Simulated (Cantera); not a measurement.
An isothermal, constant-pressure homogeneous reactor starts with NO : N2 = 1 : 0.11 (molar parts), at 1950 K and 47.3 Torr. Integrator tolerance rtol = 1e-08.

Detailed kinetics in Cantera: GRI-Mech 3.0 (53 species, 325 reactions).

### Question
What does this change do: pressure from 47.3 Torr to 1.30 bar?

### Answer
```tsv
quantity	before	after
x(NO) at 4.00 s	0.489 (gas-phase equilibrium 0.00809)	0.0355 (gas-phase equilibrium 0.00810)
x(O2) at 4.00 s	0.205 (gas-phase equilibrium 0.446)	0.432 (gas-phase equilibrium 0.446)
x(N2) at 4.00 s	0.305 (gas-phase equilibrium 0.545)	0.532 (gas-phase equilibrium 0.545)
x(N2O) at 4.00 s	7.40e-5 (gas-phase equilibrium 9.54e-8)	9.14e-7 (gas-phase equilibrium 4.34e-7)
x(NO2) at 4.00 s	0.000225 (gas-phase equilibrium 5.55e-6)	0.000109 (gas-phase equilibrium 2.53e-5)
x(O) at 4.00 s	0.000853 (gas-phase equilibrium 0.00121)	0.000262 (gas-phase equilibrium 0.000266)
```

### Question
What does this change do: pressure from 47.3 Torr to 12.8 Torr?

### Answer
```
quantity                                            before                                     after
----------------  ----------------------------------------  ----------------------------------------
x(NO) at 4.00 s      0.489 (gas-phase equilibrium 0.00809)     0.722 (gas-phase equilibrium 0.00808)
x(O2) at 4.00 s        0.205 (gas-phase equilibrium 0.446)      0.0884 (gas-phase equilibrium 0.445)
x(N2) at 4.00 s        0.305 (gas-phase equilibrium 0.545)       0.188 (gas-phase equilibrium 0.545)
x(N2O) at 4.00 s   7.40e-5 (gas-phase equilibrium 9.54e-8)  0.000143 (gas-phase equilibrium 4.95e-8)
x(NO2) at 4.00 s  0.000225 (gas-phase equilibrium 5.55e-6)  0.000108 (gas-phase equilibrium 2.88e-6)
x(O) at 4.00 s    0.000853 (gas-phase equilibrium 0.00121)   0.00119 (gas-phase equilibrium 0.00232)
```
Radical loss at walls, strong at low pressure, is not modelled.
